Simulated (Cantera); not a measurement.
A perfectly stirred reactor is fed with CH₄ : C₂H₆ : O₂ : N₂ = 1 : 0.032 : 4.91 : 18.5 (molar parts), equivalence ratio 0.43, at 49000 Pa; it is adiabatic with a 375 K inlet, and is followed from long to short residence time, starting on the burning branch (τ in s: 0.29, 0.13, 0.056, 0.025, 0.011, 0.0048, 0.0021, 0.00092, 0.00041, 0.00018, 7.9e-05).

Cantera simulation using GRI-Mech 3.0 (53 species, 325 reactions); the numbers are that mechanism's predictions, not measurements.

x: mole fraction; the columns are a selection and need not sum to one.

| τ (s) | T (K) | x CH₄ | x C₂H₆ | x O₂ | x CH₂ | x CO |
|---|---|---|---|---|---|---|
| 0.29 | 1398 | 2.45e-5 | 2.10e-7 | 0.114 | 1.23e-8 | 0.000298 |
| 0.13 | 1395 | 4.12e-5 | 3.50e-7 | 0.115 | 2.41e-8 | 0.000524 |
| 0.056 | 1390 | [?] | [?] | 0.115 | [?] | [?] |
| 0.025 | 1380 | 0.000123 | 1.02e-6 | 0.115 | 9.08e-8 | 0.00170 |
| 0.011 | 1364 | 0.000225 | 1.81e-6 | 0.116 | 1.71e-7 | 0.00311 |
| 0.0048 | 1331 | 0.000467 | 3.72e-6 | 0.118 | 3.25e-7 | 0.00600 |
| 0.0021 | 375 | 0.0409 | 0.00131 | 0.201 | <1e-12 | <1e-12 |
| 0.00092 | 375 | 0.0409 | 0.00131 | 0.201 | <1e-12 | <1e-12 |
| 0.00041 | 375 | 0.0409 | 0.00131 | 0.201 | <1e-12 | <1e-12 |
| 0.00018 | 375 | 0.0409 | 0.00131 | 0.201 | <1e-12 | <1e-12 |
| 7.9e-5 | 375 | 0.0409 | 0.00131 | 0.201 | <1e-12 | <1e-12 |

Complete the blanks.


- 0.056, x CH₄: 7.15e-5
- 0.056, x C₂H₆: 6.00e-7
- 0.056, x CH₂: 4.80e-8
- 0.056, x CO: 0.000952
